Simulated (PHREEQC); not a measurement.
Dissolve 0.018 mol H2SO4, 0.047 mol Al2(SO4)3 and 0.11 mol Na2SO4 per kg of water at 25 °C. Closed to the air; pH follows from the charge balance.

Model: ion-association model, wateq4f.dat, run in PHREEQC.

Task: The ionic strength comes out as 0.389 mol/kgw. What activity coefficients do NaSO4-, Na+, AlSO4+, SO4-2, AlOH+2 get?

Result: NaSO4- 0.71, Na+ 0.71, AlSO4+ 0.68, SO4-2 0.23, AlOH+2 0.25.

Precipitation was switched off in this run. Species that the database lacks are ignored.
